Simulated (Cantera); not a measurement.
Input: 1 mol MgO, 1.5 mol H2S, 6.6 mol O2, at 0.0133 bar.

Method: chemical equilibrium by Gibbs-energy minimisation in Cantera with the NASA 1993 tables (ideal gas, pure condensed phases). Candidate condensed phases: H2O, H2SO4, Mg, MgO, Mg(OH)2, MgS, MgSO4, S; 26 gas species. Equilibrium is a limit: real reactors are often held back by kinetics, nucleation or transport.

Question: Which condensed phases are stable at each of these points (T (K)): 823, 873, 923, 973, 1023, 1073, 1123, 1173, 1223, 1273, 1323, 1373, 1423?

Answer: 
| T (K) | condensed phases | Mg condensed (%) |
|---|---|---|
| 823 | MgSO4(s) | 100.0 |
| 873 | MgSO4(s) | 100.0 |
| 923 | MgSO4(s) | 100.0 |
| 973 | MgSO4(s) | 100.0 |
| 1023 | MgSO4(s) | 100.0 |
| 1073 | MgSO4(s) | 100.0 |
| 1123 | MgO(s) | 100.0 |
| 1173 | MgO(s) | 100.0 |
| 1223 | MgO(s) | 100.0 |
| 1273 | MgO(s) | 100.0 |
| 1323 | MgO(s) | 100.0 |
| 1373 | MgO(s) | 100.0 |
| 1423 | MgO(s) | 100.0 |

From 823 K to 1073 K the condensed part is MgSO4(s). From 1123 K to 1423 K the condensed part is MgO(s).
